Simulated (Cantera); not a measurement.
Feed: 1 mol TEOS, a varied amount of H2O, held at 1100 K and 25.0 Pa.

These are equilibrium values from Cantera (NASA tables, ideal gas, pure condensed phases), not measurements of a reactor. Candidate condensed phases: C, C6H6, C7H8, C8H18, H2O, Si, SiC, SiO2; 123 gas species. The feed counts by its element totals alone. Rates play no part.

Q: Which condensed phases are stable at each of these points (n(H2O) (mol)): 0.21, 0.35, 0.57, 0.94, 1.5, 2.5, 4.2, 6.8?

A: 
| n(H2O) (mol) | condensed phases | Si condensed (%) |
|---|---|---|
| 0.21 | C(graphite) + SiO2(β-quartz) | 100.0 |
| 0.35 | C(graphite) + SiO2(β-quartz) | 100.0 |
| 0.57 | C(graphite) + SiO2(β-quartz) | 100.0 |
| 0.94 | C(graphite) + SiO2(β-quartz) | 100.0 |
| 1.5 | C(graphite) + SiO2(β-quartz) | 100.0 |
| 2.5 | C(graphite) + SiO2(β-quartz) | 100.0 |
| 4.2 | C(graphite) + SiO2(β-quartz) | 100.0 |
| 6.8 | SiO2(β-quartz) | 100.0 |

From 0.21 mol H2O to 4.2 mol H2O the condensed part is C(graphite) + SiO2(β-quartz). At 6.8 mol H2O the condensed part is SiO2(β-quartz).
